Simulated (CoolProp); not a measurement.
Saturation properties of R1132(E).

Model: reference Helmholtz-energy equation of state, Akasaka 2024, in CoolProp.

```csv
T (°C),p (kPa),liquid density (kg/m³),vapour density (kg/m³),enthalpy of vaporisation (kJ/kg),liquid cp (kJ/(kg K))
-5.15,693.2,1018,22.84,257.6,1.725
-1.35,782.6,1006,25.75,252.9,1.741
2.45,880.2,994.6,28.96,247.9,?
6.25,986.7,982.5,32.50,242.8,1.777
10.05,1102,970.0,36.39,237.6,1.800
13.85,1228,957.1,40.68,?,1.825
17.55,1360,944.1,45.27,226.5,1.852
21.35,1506,930.3,50.45,220.6,?
25.15,1664,915.9,56.18,214.4,?
28.95,1833,900.9,62.50,207.8,1.964
32.75,2015,885.2,69.51,201.0,2.013
36.55,2210,868.6,77.30,193.7,2.071
40.25,2413,851.6,85.76,186.2,2.138
44.05,2636,833.1,95.50,178.0,2.221
47.85,2873,?,106.5,169.1,2.324
```

Question: Complete the blanks.

Answer: 
- 2.45, liquid cp (kJ/(kg K)): 1.758
- 13.85, enthalpy of vaporisation (kJ/kg): 232.1
- 21.35, liquid cp (kJ/(kg K)): 1.884
- 25.15, liquid cp (kJ/(kg K)): 1.921
- 47.85, liquid density (kg/m³): 813.4
